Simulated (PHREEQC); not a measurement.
## Alkaline etch or developer

Consider water at 65 °C with 0.0048 mol/kgw CsOH and 0.00016 mol/kgw H3BO3. Closed to the air; pH follows from the charge balance.

All values are PHREEQC results (ion-association model, wateq4f.dat), not measurements.

No solid was allowed to form.

What pH does the model give?

pH 10.55.

In which forms is B present?

H2BO3- 98 %, H3BO3 2.3 % of the B.

Complexes and solids missing from the database can't appear. At this temperature some constants are extrapolated from 25 °C, and those without enthalpy data are left unchanged.
